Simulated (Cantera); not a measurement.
**Thermodynamics of chemical vapour transport, feed Fe + Cl2 + N2**

Feed: 1 mol Fe, 0.015 mol Cl2, 0.5 mol N2, equilibrated at 95.0 mbar.

These are equilibrium values from Cantera (NASA tables, ideal gas, pure condensed phases), not measurements of a reactor. Candidate condensed phases: Fe, FeCl2, FeCl3; 10 gas species. Equilibrium is a limit: real reactors are often held back by kinetics, nucleation or transport.

```json
[
 {"T (K)": "725", "x N2": "1.000", "x FeCl2": "5.08e-5", "x Fe2Cl4": "2.01e-6", "x Cl": "<1e-12", "n Fe(α)": "0.985", "n FeCl2(s)": "0.0150", "n Fe(γ)": "0"},
 {"T (K)": "800", "x N2": "0.999", "x FeCl2": "0.000989", "x Fe2Cl4": "8.01e-5", "x Cl": "1.38e-12", "n Fe(α)": "0.985", "n FeCl2(s)": "0.0144", "n Fe(γ)": "0"},
 {"T (K)": "875", "x N2": "0.987", "x FeCl2": "0.0113", "x Fe2Cl4": "0.00163", "x Cl": "5.86e-11", "n Fe(α)": "0.985", "n FeCl2(s)": "0.00761", "n Fe(γ)": "0"},
 {"T (K)": "950", "x N2": "0.973", "x FeCl2": "0.0256", "x Fe2Cl4": "0.00176", "x Cl": "7.48e-10", "n Fe(α)": "0.985", "n FeCl2(s)": "0", "n Fe(γ)": "0"},
 {"T (K)": "1025", "x N2": "0.971", "x FeCl2": "0.0280", "x Fe2Cl4": "0.000559", "x Cl": "4.90e-9", "n Fe(α)": "0.985", "n FeCl2(s)": "0", "n Fe(γ)": "0"},
 {"T (K)": "1100", "x N2": "0.971", "x FeCl2": "0.0287", "x Fe2Cl4": "0.000188", "x Cl": "2.46e-8", "n Fe(α)": "0.985", "n FeCl2(s)": "0", "n Fe(γ)": "0"},
 {"T (K)": "1175", "x N2": "0.971", "x FeCl2": "0.0290", "x Fe2Cl4": "7.10e-5", "x Cl": "1.00e-7", "n Fe(α)": "0.985", "n FeCl2(s)": "0", "n Fe(γ)": "0"},
 {"T (K)": "1250", "x N2": "0.971", "x FeCl2": "0.0291", "x Fe2Cl4": "3.00e-5", "x Cl": "3.48e-7", "n Fe(α)": "0", "n FeCl2(s)": "0", "n Fe(γ)": "0.985"},
 {"T (K)": "1325", "x N2": "0.971", "x FeCl2": "0.0291", "x Fe2Cl4": "1.40e-5", "x Cl": "1.05e-6", "n Fe(α)": "0", "n FeCl2(s)": "0", "n Fe(γ)": "0.985"},
 {"T (K)": "1400", "x N2": "0.971", "x FeCl2": "0.0291", "x Fe2Cl4": "7.06e-6", "x Cl": "2.82e-6", "n Fe(α)": "0", "n FeCl2(s)": "0", "n Fe(γ)": "0.985"},
 {"T (K)": "1475", "x N2": "0.971", "x FeCl2": "0.0291", "x Fe2Cl4": "3.84e-6", "x Cl": "6.87e-6", "n Fe(α)": "0", "n FeCl2(s)": "0", "n Fe(γ)": "0.985"},
 {"T (K)": "1550", "x N2": "0.971", "x FeCl2": "0.0291", "x Fe2Cl4": "2.21e-6", "x Cl": "1.54e-5", "n Fe(α)": "0", "n FeCl2(s)": "0", "n Fe(γ)": "0.985"},
 {"T (K)": "1625", "x N2": "0.971", "x FeCl2": "0.0291", "x Fe2Cl4": "1.35e-6", "x Cl": "3.21e-5", "n Fe(α)": "0", "n FeCl2(s)": "0", "n Fe(γ)": "0.985"}
]
```
x: gas mole fraction; n: condensed amount in mol.

From 725 K to 875 K the condensed part is Fe(α) + FeCl2(s). From 950 K to 1175 K the condensed part is Fe(α). From 1250 K to 1625 K the condensed part is Fe(γ). The main Fe-bearing gas is FeCl2 throughout.
